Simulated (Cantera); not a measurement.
Input: 1 mol (CH3)2SiCl2, 8.9 mol H2, equilibrated at 1.33 mbar.

Cantera equilibrium calculation (NASA polynomials, part measured and part estimated; ideal gas, pure solids and liquids). Candidate condensed phases: C, C6H6, C7H8, C8H18, Si, SiC; 109 gas species. The feed counts by its element totals alone. Rates play no part. All values below are at 1650 K.

Base state: H2 0.844, HCl 0.152, H 0.00229, SiCl2 0.00121, Cl 0.000323, C2H2 (acetylene) 3.85e-5 (mole fractions); condensed: C(graphite) + SiC(s).

Problem. What changes in the equilibrium state with this change: H2 from 8.9 to 170 mol?

Solution. 
```csv
species,before,after
H2,0.844,0.986
HCl,0.152,0.0114
H,0.00229,0.00247
SiCl2,0.00121,5.87e-6
Cl,0.000323,2.25e-5
C2H2 (acetylene),3.85e-5,4.50e-5
"C(graphite), mol",1.01,0.986
"SiC(s), mol",0.984,0.998
```
